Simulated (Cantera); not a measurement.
What does this Cantera script print?

```python
import numpy as np
import cantera as ct

gas_names = """
    C CN CO CO2 C2 CCN CNC C2N2 C2O C3 C3O2 C4 C4N2 C5 N NCO NO NO2 NO3 N2 N2O O O2 O3 Si SiC SiC2 SiN
    SiO SiO2 Si2 Si2C Si2N Si3
""".split()
cond_names = """
    C(gr) Si(cr) Si(L) SiC(b) SiO2(Lqz) SiO2(hqz) SiO2(L) Si2N2O(s) Si3N4(a)
""".split()


# ... load() reads the species with a 1 bar reference pressure and builds the phases ...
atoms = {
    'Si3N4': {'Si': 3, 'N': 4},
    'CO2': {'C': 1, 'O': 2},
    'N2': {'N': 2},
}
top_T = {'C(gr)': 4500, 'SiC(b)': 3050, 'Si2N2O(s)': 2100, 'Si3N4(a)': 2400}  # K; cautious upper limits of use, not melting points


# ... equilibrate(T, P, feed) seeds the gas with the atoms and calls Mixture.equilibrate('TP', solver="vcs", rtol=1e-11, max_steps=5000) ...
results = []
feed = {'Si3N4': 1, 'CO2': 1.9, 'N2': 2.2}  # mol
P = 13332.2  # Pa
for T in [1223, 1273, 1323, 1373, 1423, 1473, 1523, 1573, 1623, 1673, 1723]:
    mix = equilibrate(T, P, feed)
    results.append((T, P, feed, dict(zip(mix.species_names, mix.species_moles))))

top = {s: max(r[3][s] / sum(r[3][g] for g in gas_names) for r in results) for s in gas_names}
cols = sorted((s for s in top if top[s] > 1e-06), key=lambda s: -top[s])[:8]
seen = [c for c in cond_names if any(r[3].get(c, 0) > 1e-12 for r in results)]
print("log10 of partial pressures in bar; condensed amounts in mol")
print(f"{'T/K':>10s}" + "".join(f"{s[:9]:>10s}" for s in cols + seen))
for T, P, feed, n in results:
    ng = sum(n[g] for g in gas_names)
    print(f"{T:10.4g}" + "".join(f"{np.log10(max(n[s] / ng * P / 1e5, 1e-99)):10.3f}" for s in cols)
          + "".join(f"{n.get(c, 0):10.4g}" for c in seen))
```

Result:

```
log10 of partial pressures in bar; condensed amounts in mol
       T/K        N2        CO       SiO       CO2     C(gr) SiO2(hqz)   SiO2(L) Si2N2O(s)
      1223    -0.906    -2.036    -9.326    -5.933     1.649     1.366         0     0.817
      1273    -0.937    -1.750    -8.467    -5.644     1.393     1.195         0    0.9025
      1323    -0.994    -1.496    -7.665    -5.395    0.9127     0.875         0     1.062
      1373    -1.094    -1.277    -6.907    -5.197   0.03195    0.2878         0     1.356
      1423    -1.098    -1.272    -6.233    -5.181         0    0.2665         0     1.367
      1473    -1.098    -1.272    -5.607    -5.170         0    0.2665         0     1.367
      1523    -1.098    -1.272    -5.023    -5.159         0    0.2664         0     1.367
      1573    -1.098    -1.272    -4.478    -5.148         0    0.2661         0     1.366
      1623    -1.098    -1.272    -3.966    -5.139         0    0.2652         0     1.365
      1673    -1.099    -1.273    -3.487    -5.130         0    0.2626         0     1.363
      1723    -1.100    -1.276    -3.037    -5.126         0         0    0.2555     1.356
```

Cantera equilibrium calculation (NASA polynomials, part measured and part estimated; ideal gas, pure solids and liquids). Mutual solubility and eutectic melting of coexisting phases are not modelled. The tables hold silica as quartz up to 1696 K and as liquid above; real silica turns to tridymite and cristobalite and melts near 1996 K.
